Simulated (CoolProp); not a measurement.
Vapour pressure (kPa) of sulfur hexafluoride: the reference equation beside estimates from Tc = 318.7 K, pc = 3755 kPa, ω = 0.210. Clausius-Clapeyron is anchored at 273.6 K with a constant enthalpy of vaporisation of 12.22 kJ/mol.

The numbers come from the reference Helmholtz-energy equation of state, Guder 2009 in CoolProp.

```json
[
 {"T (K)": "239.6", "reference": "433.7", "Clausius-Clapeyron": "591.2", "van der Waals": "1073", "Redlich-Kwong": "583.1", "Soave-Redlich-Kwong": "442.4", "Peng-Robinson": "438.3"},
 {"T (K)": "248.1", "reference": "583.7", "Clausius-Clapeyron": "729.5", "van der Waals": "1267", "Redlich-Kwong": "757.8", "Soave-Redlich-Kwong": "595.6", "Peng-Robinson": "589.0"},
 {"T (K)": "256.6", "reference": "769.3", "Clausius-Clapeyron": "887.7", "van der Waals": "1482", "Redlich-Kwong": "965.9", "Soave-Redlich-Kwong": "785.2", "Peng-Robinson": "775.6"},
 {"T (K)": "265.1", "reference": "995.5", "Clausius-Clapeyron": "1067", "van der Waals": "1719", "Redlich-Kwong": "1210", "Soave-Redlich-Kwong": "1016", "Peng-Robinson": "1003"},
 {"T (K)": "273.6", "reference": "1267", "Clausius-Clapeyron": "1267", "van der Waals": "1979", "Redlich-Kwong": "1494", "Soave-Redlich-Kwong": "1293", "Peng-Robinson": "1277"},
 {"T (K)": "282.2", "reference": "1595", "Clausius-Clapeyron": "1493", "van der Waals": "2265", "Redlich-Kwong": "1823", "Soave-Redlich-Kwong": "1626", "Peng-Robinson": "1608"},
 {"T (K)": "290.7", "reference": "1976", "Clausius-Clapeyron": "1738", "van der Waals": "2571", "Redlich-Kwong": "2193", "Soave-Redlich-Kwong": "2012", "Peng-Robinson": "1992"},
 {"T (K)": "299.2", "reference": "2423", "Clausius-Clapeyron": "2007", "van der Waals": "2902", "Redlich-Kwong": "2609", "Soave-Redlich-Kwong": "2460", "Peng-Robinson": "2442"},
 {"T (K)": "307.7", "reference": "2943", "Clausius-Clapeyron": "2299", "van der Waals": "3257", "Redlich-Kwong": "3075", "Soave-Redlich-Kwong": "2976", "Peng-Robinson": "2962"}
]
```

Absolute difference from the reference over all 9 rows, mean and median: Clausius-Clapeyron 15.7 and 15.4 %, van der Waals 65.4 and 56.2 %, Redlich-Kwong 18.5 and 17.9 %, Soave-Redlich-Kwong 1.8 and 2.0 %, Peng-Robinson 0.8 and 0.8 %.
